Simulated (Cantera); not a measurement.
Thermodynamics of silicon etching in halogen gases, feed Si + HF

Charge: 1 mol Si, a varied amount of HF, equilibrated at 275 °C and 0.00133 bar.

Equilibrium computed with Cantera from the NASA thermochemical tables; the gas is ideal and each condensed phase is pure. Candidate condensed phases: Si; 25 gas species. The numbers say what is thermodynamically allowed, not how fast it happens.

```
n(HF) (mol)   x H2      x HF  x SiF4   x SiHF3  x SiH2F2   x H2F2  x SiH3F   x SiF3  n Si(s)
-----------  -----  --------  ------  --------  --------  -------  -------  -------  -------
1.5          0.666  1.68e-10   0.331   0.00326   2.50e-5   <1e-12  2.81e-8  6.03e-9    0.624
1.7          0.666  1.68e-10   0.331   0.00326   2.50e-5   <1e-12  2.81e-8  6.03e-9    0.574
2            0.666  1.68e-10   0.331   0.00326   2.50e-5   <1e-12  2.81e-8  6.03e-9    0.499
2.4          0.666  1.68e-10   0.331   0.00326   2.50e-5   <1e-12  2.81e-8  6.03e-9    0.399
2.8          0.666  1.68e-10   0.331   0.00326   2.50e-5   <1e-12  2.81e-8  6.03e-9    0.298
3.2          0.666  1.68e-10   0.331   0.00326   2.50e-5   <1e-12  2.81e-8  6.03e-9    0.198
3.8          0.666  1.68e-10   0.331   0.00326   2.50e-5   <1e-12  2.81e-8  6.03e-9   0.0476
4.4          0.588     0.118   0.294  3.65e-12    <1e-12  1.37e-8   <1e-12   <1e-12        0
5.1          0.488     0.268   0.244  1.10e-12    <1e-12  7.11e-8   <1e-12   <1e-12        0
6            0.400     0.400   0.200    <1e-12    <1e-12  1.58e-7   <1e-12   <1e-12        0
7            0.333     0.500   0.167    <1e-12    <1e-12  2.47e-7   <1e-12   <1e-12        0
8.1          0.282     0.577   0.141    <1e-12    <1e-12  3.29e-7   <1e-12   <1e-12        0
9.5          0.235     0.647   0.118    <1e-12    <1e-12  4.14e-7   <1e-12   <1e-12        0
```
x: gas mole fraction; n: condensed amount in mol.

From 1.5 mol HF to 3.8 mol HF the condensed part is Si(s). From 4.4 mol HF to 9.5 mol HF nothing is condensed. The main Si-bearing gas is SiF4 throughout.
